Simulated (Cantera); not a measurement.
Feed: 1 mol Si, 0.44 mol CO₂, 3.9 mol H₂, held at 1573.15 K and 4.20e-5 bar.

Cantera equilibrium calculation (NASA polynomials, part measured and part estimated; ideal gas, pure solids and liquids). Rates play no part.

| species | before | after |
|---|---|---|
| H | 0.00566 | 0.440 |
| H₂ | 0.810 | 0.349 |
| Si | 0.000518 | 0.0816 |
| SiO | 0.150 | 0.0643 |
| CO | 0.0336 | 0.0643 |
| Si₂ | 4.29e-7 | 1.50e-5 |
| SiH | 7.27e-6 | 0.000146 |
| SiC(s), mol | 0.279 | 0 |
Gas species are given as mole fractions.

### Question
Name the change that produced these shifts.
A) CO₂ from 0.44 to 0.023 mol
B) Si replaced by SiC
C) CO₂ from 0.44 to 2.9 mol
D) temperature from 1573.15 K to 2173.15 K

### Answer
D, temperature from 1573.15 K to 2173.15 K
